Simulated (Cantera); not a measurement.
Input (Python, Cantera):

```python
import numpy as np
import cantera as ct

gas = ct.Solution("gri30.yaml")


def delay(T, t_max=10):
    gas.TPX = T, 110000, {'H2': 1, 'O2': 0.758, 'N2': 2.85, 'H2O': 0.15}
    reactor = ct.IdealGasConstPressureReactor(gas, clone=False)
    net = ct.ReactorNet([reactor])
    net.rtol, net.atol = 1e-8, 1e-16
    while net.time < t_max:
        t_old, T_old = net.time, reactor.T
        net.step()
        if reactor.T > T + 400:  # ignition: a rise of 400 K
            return t_old + (T + 400 - T_old) / (reactor.T - T_old) * (net.time - t_old)
    return np.nan


taus = []
for T in [1350, 1425, 1500, 1575, 1650]:
    taus.append(delay(T))
    print(f"T0 = {T:6g} K   tau = {taus[-1]:.4e} s")

# d ln(tau) / d ln(k), from doubling and halving each rate constant
T, sens = 1575, []
for i in range(gas.n_reactions):
    gas.set_multiplier(2.0, i)
    up = delay(T)
    gas.set_multiplier(0.5, i)
    down = delay(T)
    gas.set_multiplier(1.0, i)
    sens.append((np.log(up / down) / np.log(4.0), gas.reaction(i).equation))
sens.sort(key=lambda x: -abs(x[0]))
print(f"sensitivities at {T} K")
for s, eq in sens[:10]:
    print(f"{s:8.3f}  {eq}")
```

Output:

```
T0 =   1350 K   tau = 2.5637e-05 s
T0 =   1425 K   tau = 2.1302e-05 s
T0 =   1500 K   tau = 1.8857e-05 s
T0 =   1575 K   tau = 1.7619e-05 s
T0 =   1650 K   tau = 1.7216e-05 s
sensitivities at 1575 K
  -0.320  H + O2 <=> O + OH
  -0.207  H + O2 + H2O <=> HO2 + H2O
  -0.107  H2 + O <=> H + OH
  -0.100  H + OH + M <=> H2O + M
  -0.072  H2 + OH <=> H + H2O
  -0.055  H + O2 + N2 <=> HO2 + N2
  -0.040  H + HO2 <=> H2 + O2
  -0.028  H + O2 + M <=> HO2 + M
  -0.026  2 H + H2O <=> H2 + H2O
  -0.018  2 OH (+M) <=> H2O2 (+M)
```

Computed with Cantera and GRI-Mech 3.0 (53 species, 325 reactions). Where the delays flatten at high temperature, the 400 K rule measures the pace of heat release, not the induction time.
